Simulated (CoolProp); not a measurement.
Model: reference Helmholtz-energy equation of state, Lemmon 2006, in CoolProp. It is a short technical equation, of lower accuracy than the large ones.

Q: Give the vapour pressure (MPa), enthalpy of vaporisation (kJ/kg), liquid cp (kJ/(kg K)), vapour Z of saturated isopentane at 215.2, 258, 329.2 K.

A: 
| T (K) | p (MPa) | enthalpy of vaporisation (kJ/kg) | liquid cp (kJ/(kg K)) | vapour Z |
|---|---|---|---|---|
| 215.2 | 0.00125 | 402 | 1.90 | 0.998 |
| 258 | 0.0171 | 374 | 2.08 | 0.988 |
| 329.2 | 0.245 | 320 | 2.45 | 0.919 |
